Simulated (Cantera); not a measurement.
A Cantera script and its output.

```python
import numpy as np
import cantera as ct

gas = ct.Solution("gri30.yaml")
gas.TPX = 1050, 500000, {'CO': 1, 'H2': 0.068, 'CH4': 0.14, 'O2': 0.866, 'N2': 3.26}
reactor = ct.IdealGasReactor(gas, energy="on", clone=False)
net = ct.ReactorNet([reactor])
net.rtol, net.atol = 1e-08, 1e-16
show = ['CO', 'H2', 'CH4', 'NO', 'H2O2']
times = np.geomspace(8e-06, 0.3, 14)

steps = ct.SolutionArray(gas, extra=["t"])
rows = []
print(f"{'t/s':>10s}{'T/K':>9s}{'P/Pa':>11s}" + "".join(f"{s:>11s}" for s in show))
for t in times:
    while net.time < t:
        t_next = net.step()
        steps.append(gas.state, t=t_next)
    rows.append([np.interp(t, steps.t, y) for y in (steps.T, steps.P, *steps(*show).X.T)])
    print(f"{t:10.3e}{rows[-1][0]:9.1f}{rows[-1][1]:11.4g}" + "".join(f"{x:11.3e}" for x in rows[-1][2:]))
rate = np.gradient(steps.T, steps.t)
print("integrator steps:", len(steps.t))
if steps.T.max() > steps.T[0] + 200:
    print(f"time of steepest temperature rise: {steps.t[rate.argmax()]:.4e} s")
gas.TPX = 1050, 500000, {'CO': 1, 'H2': 0.068, 'CH4': 0.14, 'O2': 0.866, 'N2': 3.26}
gas.equilibrate("UV")
print(f"equilibrium (UV): T = {gas.T:.1f} K  " + "  ".join(f"{s} {gas[s].X[0]:.3e}" for s in show))
```

It prints:

```
       t/s      T/K       P/Pa         CO         H2        CH4         NO       H2O2
 8.000e-06   1050.0      5e+05  1.875e-01  1.275e-02  2.625e-02  1.150e-20  2.726e-12
 1.799e-05   1050.0      5e+05  1.875e-01  1.275e-02  2.625e-02  3.594e-20  1.706e-11
 4.044e-05   1050.0      5e+05  1.875e-01  1.275e-02  2.625e-02  1.181e-19  1.009e-10
 9.092e-05   1050.0      5e+05  1.875e-01  1.275e-02  2.625e-02  5.118e-19  6.143e-10
 2.044e-04   1050.0      5e+05  1.875e-01  1.275e-02  2.625e-02  4.128e-18  4.281e-09
 4.596e-04   1050.1      5e+05  1.875e-01  1.275e-02  2.624e-02  1.388e-16  5.003e-08
 1.033e-03   1054.9  5.022e+05  1.872e-01  1.267e-02  2.607e-02  1.872e-13  8.307e-06
 2.323e-03   2896.0  1.289e+06  6.015e-02  3.012e-03  3.025e-15  1.394e-02  5.624e-07
 5.223e-03   2894.9  1.289e+06  6.015e-02  3.014e-03  3.037e-15  1.451e-02  5.592e-07
 1.174e-02   2894.9  1.289e+06  6.015e-02  3.014e-03  3.037e-15  1.451e-02  5.592e-07
 2.640e-02   2894.9  1.289e+06  6.015e-02  3.014e-03  3.037e-15  1.451e-02  5.592e-07
 5.935e-02   2894.9  1.289e+06  6.015e-02  3.014e-03  3.037e-15  1.451e-02  5.592e-07
 1.334e-01   2894.9  1.289e+06  6.015e-02  3.014e-03  3.037e-15  1.451e-02  5.592e-07
 3.000e-01   2894.9  1.289e+06  6.015e-02  3.014e-03  3.037e-15  1.451e-02  5.592e-07
integrator steps: 2014
time of steepest temperature rise: 1.8451e-03 s
equilibrium (UV): T = 2894.9 K  CO 6.015e-02  H2 3.014e-03  CH4 4.108e-15  NO 1.451e-02  H2O2 5.592e-07
```

Model: GRI-Mech 3.0 (53 species, 325 reactions), integrated in Cantera.
